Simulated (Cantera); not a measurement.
Charge: 1 mol Si, 0.02 mol N2O, 78 mol H2, held at 1625 K and 0.100 bar.

Method: chemical equilibrium by Gibbs-energy minimisation in Cantera with the NASA 1993 tables (ideal gas, pure condensed phases). Candidate condensed phases: H2O, Si, SiO2, Si2N2O, Si3N4; 35 gas species. Equilibrium is a limit: real reactors are often held back by kinetics, nucleation or transport.

What is the equilibrium state?


```
Quantity        Value
----------  ---------
x(H2)           0.999
x(N2)        0.000256
x(SiO)       0.000256
x(H)         0.000223
x(SiH2)       6.61e-6
x(Si)         1.63e-6
x(SiH)        1.03e-6
n(Si(s))    0.979 mol
gas amount  78.05 mol
```
